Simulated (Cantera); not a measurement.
A Cantera script and its output.

```python
import numpy as np
import cantera as ct

gas = ct.Solution("gri30.yaml")
gas.TPX = 1300, 730, {'N2O': 1}
reactor = ct.IdealGasConstPressureReactor(gas, energy="off", clone=False)
net = ct.ReactorNet([reactor])
net.rtol, net.atol = 1e-08, 1e-18
show = ['N2O', 'O', 'NO', 'O2', 'NO2']
times = np.geomspace(2e-06, 100, 14)

steps = ct.SolutionArray(gas, extra=["t"])
rows = []
print(f"{'t/s':>10s}{'T/K':>9s}{'P/Pa':>11s}" + "".join(f"{s:>11s}" for s in show))
for t in times:
    while net.time < t:
        t_next = net.step()
        steps.append(gas.state, t=t_next)
    rows.append([np.interp(t, steps.t, y) for y in (steps.T, steps.P, *steps(*show).X.T)])
    print(f"{t:10.3e}{rows[-1][0]:9.1f}{rows[-1][1]:11.4g}" + "".join(f"{x:11.3e}" for x in rows[-1][2:]))
rate = np.gradient(steps.T, steps.t)
print("integrator steps:", len(steps.t))
if steps.T.max() > steps.T[0] + 200:
    print(f"time of steepest temperature rise: {steps.t[rate.argmax()]:.4e} s")
gas.TPX = 1300, 730, {'N2O': 1}
gas.equilibrate("TP")
print(f"equilibrium (TP): T = {gas.T:.1f} K  " + "  ".join(f"{s} {gas[s].X[0]:.3e}" for s in show))
```

Result:

```
       t/s      T/K       P/Pa        N2O          O         NO         O2        NO2
 2.000e-06   1300.0        730  1.000e+00  2.582e-08  1.305e-11  3.739e-11  3.412e-24
 7.821e-06   1300.0        730  1.000e+00  1.005e-07  1.986e-10  5.691e-10  7.903e-22
 3.058e-05   1300.0        730  1.000e+00  3.854e-07  3.007e-09  8.618e-09  1.816e-19
 1.196e-04   1300.0        730  1.000e+00  1.400e-06  4.368e-08  1.252e-07  3.800e-17
 4.677e-04   1300.0        730  1.000e+00  4.179e-06  5.554e-07  1.591e-06  6.044e-15
 1.829e-03   1300.0        730  9.999e-01  7.298e-06  4.858e-06  1.392e-05  4.616e-13
 7.152e-03   1300.0        730  9.997e-01  7.645e-06  2.520e-05  7.222e-05  1.238e-11
 2.797e-02   1300.0        730  9.989e-01  7.645e-06  1.051e-04  3.012e-04  2.125e-10
 1.094e-01   1300.0        730  9.958e-01  7.645e-06  4.167e-04  1.194e-03  3.172e-09
 4.276e-01   1300.0        730  9.836e-01  7.645e-06  1.623e-03  4.650e-03  3.997e-08
 1.672e+00   1300.0        730  9.378e-01  7.645e-06  6.155e-03  1.764e-02  3.436e-07
 6.539e+00   1300.0        730  7.835e-01  7.641e-06  2.144e-02  6.145e-02  1.988e-06
 2.557e+01   1300.0        730  4.158e-01  7.622e-06  5.781e-02  1.658e-01  8.966e-06
 1.000e+02   1300.0        730  5.233e-02  7.351e-06  9.356e-02  2.691e-01  2.052e-05
integrator steps: 757
equilibrium (TP): T = 1300.0 K  N2O 2.401e-09  O 1.203e-06  NO 4.609e-04  O2 3.331e-01  NO2 5.362e-07
```

Computed with Cantera and GRI-Mech 3.0 (53 species, 325 reactions). GRI-Mech 3.0 was tuned for natural gas; its chemistry of N2O as a main component is partial and can be far from experiment. Radical loss at walls, strong at low pressure, is not modelled. The mechanism lacks the step 2 NO + O2 → 2 NO2, which can matter for NO2 below about 1400 K. The temperature is held fixed by assumption; the heat of reaction is taken as removed at once.
